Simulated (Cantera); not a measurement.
An adiabatic, constant-volume homogeneous reactor starts with CH3OH : O2 : N2 : H2O = 1 : 1.58 : 5.94 : 0.17 (molar parts), equivalence ratio 0.95, at 1250 K and 88000 Pa. Integrator tolerance rtol = 1e-08.

Model: GRI-Mech 3.0 (53 species, 325 reactions), integrated in Cantera. GRI-Mech 3.0 was tuned for natural gas; its chemistry of methanol as a main component is partial and can be far from experiment.

```json
[
 {"quantity": "time of steepest temperature rise", "before": "4.53 ms", "after": "4.54 ms"},
 {"quantity": "temperature at 9.00 s", "before": "2768 K", "after": "2366 K"},
 {"quantity": "equilibrium temperature", "before": "2768 K", "after": "2366 K"},
 {"quantity": "x(CH3OH) at 9.00 s", "before": "<1e-12 (gas-phase equilibrium <1e-12)", "after": "<1e-12 (gas-phase equilibrium <1e-12)"},
 {"quantity": "x(O2) at 9.00 s", "before": "0.0244 (gas-phase equilibrium 0.0244)", "after": "2.31e-5 (gas-phase equilibrium 2.31e-5)"},
 {"quantity": "x(H2O) at 9.00 s", "before": "0.196 (gas-phase equilibrium 0.196)", "after": "0.162 (gas-phase equilibrium 0.162)"},
 {"quantity": "x(CO2) at 9.00 s", "before": "0.0660 (gas-phase equilibrium 0.0660)", "after": "0.0302 (gas-phase equilibrium 0.0302)"},
 {"quantity": "x(CH2CO) at 9.00 s", "before": "<1e-12 (gas-phase equilibrium <1e-12)", "after": "<1e-12 (gas-phase equilibrium <1e-12)"}
]
```

What was changed between the two runs?
A. initial temperature 1250 to 998 K
B. O2 1.58 to 0.8 parts
C. pressure from 88000 Pa to 100000 Pa
D. pressure from 88000 Pa to 320000 Pa

B, O2 1.58 to 0.8 parts
